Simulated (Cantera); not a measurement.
Input (Python, Cantera) and output of one run.

```python
import numpy as np
import cantera as ct

gas_names = """
    C CH CH2 CH3 CH2OH CH3O CH4 CH3OH CN CO CO2 COOH C2 C2H CHCO,ketyl C2H2,acetylene C2H2,vinylidene
    CH2CO,ketene C2H3,vinyl CH3CN CH3CO,acetyl C2H4 C2H4O,ethylen CH3CHO,ethanal CH3COOH (HCOOH)2 C2H5
    C2H6 CH3OCH3 C2H5OH CCN CNC C2N2 C2O C3 C3H3,propargyl C3H4,allene C3H4,propyne C3H4,cyclo-
    C3H5,allyl C3H6,propylene C3H6,cyclo- C3H6O C3H7,n-propyl C3H7,i-propyl C3H8 C3H8O,1propanol
    C3H8O,2propanol C3O2 C4 C4H2 C4H4,1,3-cyclo- C4H6,butadiene C4H6,2-butyne C4H6,cyclo- C4H8,1-butene
    C4H8,cis2-buten C4H8,tr2-butene C4H8,isobutene C4H8,cyclo- (CH3COOH)2 C4H9,n-butyl C4H9,i-butyl
    C4H9,s-butyl C4H9,t-butyl C4H10,isobutane C4H10,n-butane C4N2 C5 C5H6,1,3cyclo- C5H8,cyclo-
    C5H10,1-pentene C5H10,cyclo- C5H11,pentyl C5H11,t-pentyl C5H12,n-pentane C5H12,i-pentane
    CH3C(CH3)2CH3 C6H2 C6H5,phenyl C6H5O,phenoxy C6H6 C6H5OH,phenol C6H10,cyclo- C6H12,1-hexene
    C6H12,cyclo- C6H13,n-hexyl C7H7,benzyl C7H8 C7H8O,cresol C7H14,1-heptene C7H15,n-heptyl
    C7H16,n-heptane C8H8,styrene C8H10,ethylbenz C8H16,1-octene C8H17,n-octyl C8H18,isooctane
    C8H18,n-octane C9H19,n-nonyl C10H8,naphthale C10H21,n-decyl C12H9,o-bipheny C12H10,bipheny H HCN HCO
    HCCN HNC HNCO HNO HNO2 HNO3 HO2 H2 HCHO,formaldehy HCOOH H2O H2O2 N NCO NH NH2 NH3 NH2OH NO NO2 NO3
    N2 N2H2 N2H4 N2O O OH O2 O3 Si SiC SiC2 SiC4H12 SiH SiH2 SiH3 SiH4 SiN SiO SiO2 Si2 Si2C Si2N Si3
""".split()
cond_names = """
    C(gr) C6H6(L) C7H8(L) C8H18(L),n-octa H2O(s) H2O(L) Si(cr) Si(L) SiC(b) SiO2(Lqz) SiO2(hqz) SiO2(L)
    Si2N2O(s) Si3N4(a)
""".split()


def load(file, names, dense=False):
    # The tables refer to 1 bar. Condensed volumes are neglected.
    table = {s.name: s for s in ct.Species.list_from_file(file)}
    out = []
    for n in names:
        d = dict(table[n].input_data)
        d["thermo"] = dict(d["thermo"], **{"reference-pressure": 1e5})
        if dense:
            d["equation-of-state"] = {"model": "constant-volume", "density": "1e6 g/cm^3"}
        out.append(ct.Species.from_dict(d))
    return out


gas = ct.Solution(thermo="ideal-gas", species=load("nasa_gas.yaml", gas_names))
cond = {s.name: ct.Solution(thermo="fixed-stoichiometry", species=[s], name=s.name)
        for s in load("nasa_condensed.yaml", cond_names, dense=True)}
atoms = {
    'Si2H6': {'Si': 2, 'H': 6},
    'CO2': {'C': 1, 'O': 2},
    'N2': {'N': 2},
}
top_T = {'C(gr)': 4500, 'SiC(b)': 3050, 'Si2N2O(s)': 2100, 'Si3N4(a)': 2400}  # K; cautious upper limits of use, not melting points


def equilibrate(T, P, feed):
    n = {}
    for name, mol in feed.items():
        for a, k in atoms[name].items():
            n[a] = n.get(a, 0.0) + k * mol
    gas.TPX = T, P, n
    mass = sum(n.values()) * gas.mean_molecular_weight
    gas.equilibrate("TP")
    valid = [c for c in cond.values() if c.min_temp <= T <= top_T.get(c.name, c.max_temp)]
    mix = ct.Mixture([(gas, mass / gas.mean_molecular_weight)] + [(c, 0.0) for c in valid])
    mix.T, mix.P = T, P
    mix.equilibrate("TP", solver="vcs", rtol=1e-11, max_steps=5000)
    return mix


results = []
feed = {'Si2H6': 1, 'CO2': 2.5, 'N2': 6.4}  # mol
T = 1373  # K
P = 10000  # Pa
mix = equilibrate(T, P, feed)
results.append((T, P, feed, dict(zip(mix.species_names, mix.species_moles))))
print(gas.report(threshold=0.0001))
for i in range(1, mix.n_phases):
    print(f"{mix.phase(i).name:16s} {mix.phase_moles(i):12.5e} mol")
```

Result:

```
       temperature   1373 K
          pressure   10000 Pa
           density   0.018548 kg/m^3
  mean mol. weight   21.174 kg/kmol
   phase of matter   gas

                          1 kg             1 kmol
                     ---------------   ---------------
          enthalpy        4.4265e+05        9.3725e+06  J
   internal energy            -96498       -2.0432e+06  J
           entropy             11873         2.514e+05  J/K
    Gibbs function        -1.586e+07       -3.3581e+08  J
 heat capacity c_p            1594.6             33764  J/K
 heat capacity c_v            1201.9             25449  J/K

                      mass frac. Y      mole frac. X     chem. pot. / RT
                     ---------------   ---------------   ---------------
                CO           0.28999           0.21921           -39.995
                H2          0.025046           0.26305           -21.987
                N2           0.68477           0.51756           -28.705
     [ +148 minor]        0.00020265        0.00017465

C(gr)             0.00000e+00 mol
Si(cr)            0.00000e+00 mol
SiC(b)            0.00000e+00 mol
SiO2(hqz)         1.00006e+00 mol
Si2N2O(s)         4.99960e-01 mol
Si3N4(a)          0.00000e+00 mol
```

These are equilibrium values from Cantera (NASA tables, ideal gas, pure condensed phases), not measurements of a reactor. The feed counts by its element totals alone. N2 is the only nitrogen source here; it is nearly inert below about 1500 K, so the nitride shown seldom forms there in practice. Mutual solubility and eutectic melting of coexisting phases are not modelled. The tables hold silica as quartz up to 1696 K and as liquid above; real silica turns to tridymite and cristobalite and melts near 1996 K.
